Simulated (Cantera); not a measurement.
**MgO + O2 + H2O + SO3 (roasting and sulfation)**

Input: 1 mol MgO, 0.43 mol O2, 0.09 mol H2O, 1.9 mol SO3, at 1348.15 K and 340000 Pa.

Cantera equilibrium calculation (NASA polynomials, part measured and part estimated; ideal gas, pure solids and liquids). Candidate condensed phases: H2O, H2SO4, Mg, MgO, Mg(OH)2, MgS, MgSO4, S; 26 gas species. The numbers say what is thermodynamically allowed, not how fast it happens.

- x(O2): 0.458
- x(SO2): 0.444
- x(H2O): 0.0493
- x(SO3): 0.0492
- x(OH): 1.13e-5
- x(H2SO4): 2.35e-6
- n(MgSO4(s)): 1.00 mol
- gas amount: 1.825 mol
- log10 activity of S(l) (absent): -11.24
- log10 activity of Mg(l) (absent): -18.48
